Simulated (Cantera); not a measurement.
Feed: 1 mol MgSO4, 0.045 mol C, 0.3 mol O2, held at 1.43 Torr.

Points: T (K) = 950, 1050, 1150, 1250, 1350, 1450, 1550, 1650.

Cantera's Mixture.equilibrate('TP', solver="vcs", rtol=1e-11, max_steps=5000) on the NASA tables stopped like this:

```
T = 950 K  P = 190 Pa  gas = 0.3017 mol
   x: O2 8.470e-01  CO2 1.492e-01  SO2 3.429e-03  SO3 4.613e-04
   condensed (mol): MgO(s) 0.001174  MgSO4(s) 0.9988
ERROR: FAILURE its = 5001!

*******************************************************************************
CanteraError thrown by MultiPhase::equilibrate:
VCS solver failed. Return code: -1
*******************************************************************************
```

### Question
What got this run through?

### Answer
This is not unique; one that fits is The failure is numerical, not chemical. The same input converged with solver="gibbs", rtol=1e-10, max_steps=50000, and the result passed a check of the equilibrium conditions:
```
T = 950 K  P = 190 Pa  gas = 0.3017 mol
   x: O2 8.470e-01  CO2 1.492e-01  SO2 3.429e-03  SO3 4.613e-04
   condensed (mol): MgO(s) 0.001174  MgSO4(s) 0.9988
T = 1050 K  P = 190 Pa  gas = 0.7759 mol
   x: O2 5.287e-01  SO2 4.002e-01  CO2 5.800e-02  SO3 1.310e-02
   condensed (mol): MgO(s) 0.3206  MgSO4(s) 0.6794
T = 1150 K  P = 190 Pa  gas = 1.795 mol
   x: SO2 5.512e-01  O2 4.177e-01  CO2 2.508e-02  SO3 6.090e-03
   condensed (mol): MgO(s) 1
T = 1250 K  P = 190 Pa  gas = 1.798 mol
   x: SO2 5.536e-01  O2 4.187e-01  CO2 2.503e-02  SO3 2.724e-03
   condensed (mol): MgO(s) 1
T = 1350 K  P = 190 Pa  gas = 1.799 mol
   x: SO2 5.546e-01  O2 4.190e-01  CO2 2.502e-02  SO3 1.374e-03
   condensed (mol): MgO(s) 1
T = 1450 K  P = 190 Pa  gas = 1.799 mol
   x: SO2 5.550e-01  O2 4.192e-01  CO2 2.501e-02  SO3 7.625e-04
   condensed (mol): MgO(s) 1
T = 1550 K  P = 190 Pa  gas = 1.8 mol
   x: SO2 5.552e-01  O2 4.192e-01  CO2 2.500e-02  SO3 4.575e-04  O 1.163e-04
   condensed (mol): MgO(s) 1
T = 1650 K  P = 190 Pa  gas = 1.8 mol
   x: SO2 5.551e-01  O2 4.191e-01  CO2 2.496e-02  O 3.846e-04  SO3 2.925e-04
   condensed (mol): MgO(s) 1
```

The gas is ideal and each condensed phase is pure. Mutual solubility and eutectic melting of coexisting phases are not modelled.
